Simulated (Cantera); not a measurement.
An adiabatic, constant-volume homogeneous reactor starts with C3H8 : O2 : N2 = 1 : 9.8 : 36.9 (molar parts), equivalence ratio 0.51, at 1175 K and 10.0 bar. Integrator tolerance rtol = 1e-08.

Detailed kinetics in Cantera: GRI-Mech 3.0 (53 species, 325 reactions). GRI-Mech 3.0 was tuned for natural gas; its chemistry of propane as a main component is partial and can be far from experiment.

Question: What does this change do: pressure from 10.0 bar to 12.0 bar?

Answer: 
```
quantity                                                            before                                    after
---------------------------------  ---------------------------------------  ---------------------------------------
time of steepest temperature rise                                  2.26 ms                                  1.96 ms
temperature at 6.00 s                                               2490 K                                   2492 K
equilibrium temperature                                             2490 K                                   2492 K
x(C3H8) at 6.00 s                    <1e-12 (gas-phase equilibrium <1e-12)    <1e-12 (gas-phase equilibrium <1e-12)
x(O2) at 6.00 s                      0.0903 (gas-phase equilibrium 0.0903)    0.0903 (gas-phase equilibrium 0.0903)
x(C2H4) at 6.00 s                    <1e-12 (gas-phase equilibrium <1e-12)    <1e-12 (gas-phase equilibrium <1e-12)
x(C2H6) at 6.00 s                    <1e-12 (gas-phase equilibrium <1e-12)    <1e-12 (gas-phase equilibrium <1e-12)
x(CH4) at 6.00 s                     <1e-12 (gas-phase equilibrium <1e-12)    <1e-12 (gas-phase equilibrium <1e-12)
x(OH) at 6.00 s                    0.00469 (gas-phase equilibrium 0.00469)  0.00452 (gas-phase equilibrium 0.00452)
x(C2H2) at 6.00 s                    <1e-12 (gas-phase equilibrium <1e-12)    <1e-12 (gas-phase equilibrium <1e-12)
```
The pressure lies above the range GRI-Mech 3.0 was tuned for (to about 10 atm).
